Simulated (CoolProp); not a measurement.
Methane at 229.86 K and 1.35 MPa flows at 1.4 m/s in a round tube of 4.6 mm bore and 45 µm roughness, fully developed (64/Re and Nu = 3.66 if laminar; Colebrook and Gnielinski if turbulent). Each further row changes one setting.

Model: reference Helmholtz-energy equation of state, Setzmann 1991, in CoolProp.

```
case              Reynolds number  Darcy friction factor  pressure drop (Pa/m)  heat-transfer coefficient (W/(m² K))  mass flow (kg/h)
----------------  ---------------  ---------------------  --------------------  ------------------------------------  ----------------
as stated                    8500                      …                   112                                   216                 …
velocity 2.8 m/s            17000                 0.0409                     …                                   429              2.01
diameter 9.2 mm             17000                      …                  44.7                                     …              4.03
```

Task: Fill in the missing entries.

Result: 
- as stated, Darcy friction factor: 0.0437
- as stated, mass flow (kg/h): 1.01
- velocity 2.8 m/s, pressure drop (Pa/m): 419
- diameter 9.2 mm, Darcy friction factor: 0.0349
- diameter 9.2 mm, heat-transfer coefficient (W/(m² K)): 181

Viscosity comes from a separate model (Quiñones-Cisneros 2006). Thermal conductivity comes from a separate model (Friend 1989).
